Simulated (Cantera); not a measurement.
Thermodynamics of halide evaporation, hydrolysis and transport, feed CsCl + HCl + H2

A closed system holds: 1 mol CsCl, 1.9 mol HCl, 4.4 mol H2, equilibrated at 10.0 mbar.

Equilibrium computed with Cantera from the NASA thermochemical tables; the gas is ideal and each condensed phase is pure. Candidate condensed phases: Cs, CsCl; 9 gas species. Rates play no part.

| T (°C) | x H2 | x HCl | x CsCl | x H | x Cl | x Cs | x Cs2Cl2 |
|---|---|---|---|---|---|---|---|
| 1452 | 0.602 | 0.260 | 0.137 | 0.00144 | 0.000481 | 7.67e-5 | 2.17e-5 |
| 1502 | 0.601 | 0.259 | 0.137 | 0.00224 | 0.000744 | 0.000119 | 1.55e-5 |
| 1552 | 0.600 | 0.259 | 0.136 | 0.00341 | 0.00112 | 0.000180 | 1.13e-5 |
| 1602 | 0.599 | 0.258 | 0.136 | 0.00507 | 0.00165 | 0.000266 | 8.38e-6 |
| 1652 | 0.597 | 0.257 | 0.136 | 0.00739 | 0.00239 | 0.000386 | 6.29e-6 |
| 1702 | 0.595 | 0.256 | 0.135 | 0.0106 | 0.00339 | 0.000549 | 4.79e-6 |
| 1752 | 0.591 | 0.254 | 0.135 | 0.0148 | 0.00471 | 0.000767 | 3.68e-6 |
| 1802 | 0.587 | 0.251 | 0.134 | 0.0204 | 0.00645 | 0.00106 | 2.86e-6 |
| 1852 | 0.581 | 0.248 | 0.133 | 0.0277 | 0.00867 | 0.00143 | 2.24e-6 |
x: gas mole fraction; nothing condenses.

From 1452 °C to 1852 °C nothing is condensed. The main Cs-bearing gas is CsCl throughout.
